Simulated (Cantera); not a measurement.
Input (Python, Cantera) and output of one run.

```python
import numpy as np
import cantera as ct

gas_names = """
    CL CL2 H HCL H2 Si SiCL SiCL2 SiCL3 SiCL4 SiH SiHCL3 SiH2 SiH2CL2 SiH3 SiH3CL SiH4 Si2 Si3
""".split()
cond_names = """
    Si(cr) Si(L)
""".split()


# ... load() reads the species with a 1 bar reference pressure and builds the phases ...
atoms = {
    'Si2Cl6': {'Si': 2, 'CL': 6},
    'H2': {'H': 2},
}
top_T = {}  # K; cautious upper limits of use, not melting points


# ... equilibrate(T, P, feed) seeds the gas with the atoms and calls Mixture.equilibrate('TP', solver="vcs", rtol=1e-11, max_steps=5000) ...
results = []
T = 1275  # K
P = 26000  # Pa
for m in [62, 78, 98, 120, 150, 190, 250, 310, 390, 490, 610]:
    feed = {'Si2Cl6': 1, 'H2': m}  # mol
    mix = equilibrate(T, P, feed)
    results.append((T, P, feed, dict(zip(mix.species_names, mix.species_moles))))

top = {s: max(r[3][s] / sum(r[3][g] for g in gas_names) for r in results) for s in gas_names}
cols = sorted((s for s in top if top[s] > 1e-05), key=lambda s: -top[s])[:7]
seen = [c for c in cond_names if any(r[3].get(c, 0) > 1e-12 for r in results)]
print("log10 of partial pressures in bar; condensed amounts in mol")
print(f"{'n(H2)':>10s}" + "".join(f"{s[:9]:>10s}" for s in cols + seen))
for T, P, feed, n in results:
    ng = sum(n[g] for g in gas_names)
    print(f"{feed['H2']:10.4g}" + "".join(f"{np.log10(max(n[s] / ng * P / 1e5, 1e-99)):10.3f}" for s in cols)
          + "".join(f"{n.get(c, 0):10.4g}" for c in seen))
```

Result:

```
log10 of partial pressures in bar; condensed amounts in mol
     n(H2)        H2       HCL     SiCL2     SiCL4    SiHCL3     SiCL3   SiH2CL2    Si(cr)
        62    -0.613    -1.920    -2.813    -2.944    -3.031    -3.285    -3.977    0.9508
        78    -0.609    -1.967    -2.912    -3.142    -3.178    -3.434    -4.072     1.051
        98    -0.605    -2.019    -3.020    -3.358    -3.337    -3.595    -4.175     1.158
       120    -0.602    -2.070    -3.124    -3.565    -3.492    -3.751    -4.276     1.255
       150    -0.599    -2.130    -3.248    -3.813    -3.676    -3.937    -4.398     1.361
       190    -0.597    -2.201    -3.391    -4.099    -3.890    -4.152    -4.538     1.469
       250    -0.594    -2.290    -3.571    -4.460    -4.159    -4.422    -4.716     1.581
       310    -0.593    -2.365    -3.723    -4.764    -4.386    -4.650    -4.866     1.657
       390    -0.591    -2.449    -3.893    -5.104    -4.640    -4.905    -5.035     1.726
       490    -0.590    -2.536    -4.069    -5.456    -4.903    -5.169    -5.209     1.782
       610    -0.589    -2.623    -4.243    -5.803    -5.164    -5.430    -5.382     1.825
```

Cantera equilibrium calculation (NASA polynomials, part measured and part estimated; ideal gas, pure solids and liquids). The feed counts by its element totals alone. The tables' values for SiCl3 are old estimates; treat these amounts as uncertain.
